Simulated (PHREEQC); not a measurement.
## Leach liquor (model solution)

Solution (25 °C): 39 mmol/kgw H2SO4 and 23 mmol/kgw Al2(SO4)3. Closed to the air; pH follows from the charge balance.

Model: ion-association model, phreeqc.dat, run in PHREEQC.

Each row changes one thing in this solution. No solid was allowed to form.

```tsv
case	pH	ionic strength (mol/kgw)	HSO4- (mol/kgw)	SO4-2 (mol/kgw)
as made	1.46	0.135	0.0356	0.0242
Al2(SO4)3 left out	1.37	0.0631	0.0270	0.0120
0.027 mol/kgw HCl added	1.30	0.162	0.0424	0.0209
temperature from 25 to 85 °C	1.68	0.118	0.0515	0.0128
diluted 5-fold with water	2.02	0.0352	0.00466	0.00835
```

Species that the database lacks are ignored. Constants without temperature data keep their 25 °C values here.
